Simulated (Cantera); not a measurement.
Input: 1 mol SiHCl3, 5.5 mol NH3, held at 1775 K.

These are equilibrium values from Cantera (NASA tables, ideal gas, pure condensed phases), not measurements of a reactor. Candidate condensed phases: NH4Cl, Si, Si3N4; 28 gas species. Gases not in the tables: Si2H6 and higher silanes. Rates play no part.

Task: What share of the Si ends up in condensed phases as a function of P (Pa), at 5, 21, 85, 350, 1400, 5900, 24000, 100000?

Result: 
```json
[
 {"P (Pa)": "5", "Si condensed (%)": "0.0", "as": "-"},
 {"P (Pa)": "21", "Si condensed (%)": "5.0", "as": "Si(l)"},
 {"P (Pa)": "85", "Si condensed (%)": "16.4", "as": "Si(l)"},
 {"P (Pa)": "350", "Si condensed (%)": "19.4", "as": "Si(l)"},
 {"P (Pa)": "1400", "Si condensed (%)": "20.2", "as": "Si(l)"},
 {"P (Pa)": "5900", "Si condensed (%)": "31.8", "as": "Si3N4(s)"},
 {"P (Pa)": "24000", "Si condensed (%)": "53.4", "as": "Si3N4(s)"},
 {"P (Pa)": "100000", "Si condensed (%)": "71.3", "as": "Si3N4(s)"}
]
```
